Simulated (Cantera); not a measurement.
Feed: 1 mol Ta₂O₅, 0.36 mol C, 0.71 mol H₂, at 39.0 Pa.

Cantera equilibrium calculation (NASA polynomials, part measured and part estimated; ideal gas, pure solids and liquids). Candidate condensed phases: C, C₆H₆, C₇H₈, C₈H₁₈, H₂O, Ta, TaC, Ta₂O₅; 113 gas species. Mutual solubility and eutectic melting of coexisting phases are not modelled. TaC: taken at fixed stoichiometry. Condensed phases not in the tables: Ta₂C, N, O or C dissolved in the metal. Kinetics and transport are ignored.

x: gas mole fraction; n: condensed amount in mol.

```csv
T (K),x H₂,x CO,x H,x TaO₂,x H₂O,n TaC(s),n Ta₂O₅(s),n Ta(s)
1073,0.734,0.266,6.08e-7,<1e-12,(withheld),0.103,0.949,0
1173,0.734,0.266,5.11e-6,<1e-12,(withheld),0.103,0.949,0
1273,0.734,0.266,3.09e-5,<1e-12,(withheld),0.103,0.949,0
1373,0.734,0.266,0.000144,8.18e-11,(withheld),0.103,0.949,0
1473,0.733,0.266,0.000549,4.02e-9,(withheld),0.103,0.949,0
1573,0.732,0.266,0.00176,1.19e-7,(withheld),0.103,0.949,0
1673,0.730,0.265,0.00493,2.31e-6,0.000360,0.103,0.949,0
1773,0.653,0.334,0.0116,3.06e-5,0.000387,0,0.928,0.144
1873,0.641,0.332,0.0262,0.000253,(withheld),0,0.928,0.144
1973,0.617,0.327,0.0537,0.00167,(withheld),0,0.927,0.144
```

Problem. Some entries are withheld; supply them.

Solution. 
- 1073, x H₂O: 0.000109
- 1173, x H₂O: 0.000147
- 1273, x H₂O: 0.000188
- 1373, x H₂O: 0.000231
- 1473, x H₂O: 0.000275
- 1573, x H₂O: 0.000318
- 1873, x H₂O: 0.000647
- 1973, x H₂O: 0.00100
